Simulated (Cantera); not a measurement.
An isothermal, constant-pressure homogeneous reactor starts with CH4 : H2 : CO2 = 0.044 : 1 : 0.0072 (molar parts), at 2150 K and 0.0460 bar. Integrator tolerance rtol = 1e-08.

Cantera simulation using GRI-Mech 3.0 (53 species, 325 reactions); the numbers are that mechanism's predictions, not measurements. GRI-Mech 3.0 stops at C3 and has no aromatics, soot or wall deposition, so with more carbon than oxygen in the feed, carbon stays in small species such as C2H2 where larger ones or solid carbon would form. Radical loss at walls, strong at low pressure, is not modelled.

Task: What does this change do: temperature 2150 to 1425 K?

Result: 
```
quantity                                             before                                      after
----------------  -----------------------------------------  -----------------------------------------
x(CH4) at 200 s     3.63e-5 (gas-phase equilibrium 3.64e-5)     0.0173 (gas-phase equilibrium 0.00941)
x(H2) at 200 s          0.951 (gas-phase equilibrium 0.951)        0.958 (gas-phase equilibrium 0.965)
x(CO2) at 200 s   3.34e-11 (gas-phase equilibrium 3.35e-11)   2.04e-5 (gas-phase equilibrium 1.79e-10)
x(C2H2) at 200 s      0.0165 (gas-phase equilibrium 0.0165)      0.0113 (gas-phase equilibrium 0.0118)
x(H2O) at 200 s     1.25e-8 (gas-phase equilibrium 1.26e-8)    0.00647 (gas-phase equilibrium 2.98e-8)
x(C2H4) at 200 s    2.22e-6 (gas-phase equilibrium 2.22e-6)  0.000314 (gas-phase equilibrium 0.000326)
```
